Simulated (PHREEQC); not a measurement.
Dissolve 0.7 mmol/kgw MgSO4 at 45 °C. Closed to the air; pH follows from the charge balance.

Computed with PHREEQC (ion-association model, phreeqc.dat).

This is a speciation only: nothing precipitates in the calculation.

Q: Estimate the ionic strength, specific conductance.

A: ionic strength 0.00244 mol/kgw; specific conductance 224 µS/cm.

Q: In which forms is S present?

A: SO4-2 87 %, MgSO4 13 % of the S.

Constants without temperature data keep their 25 °C values here.
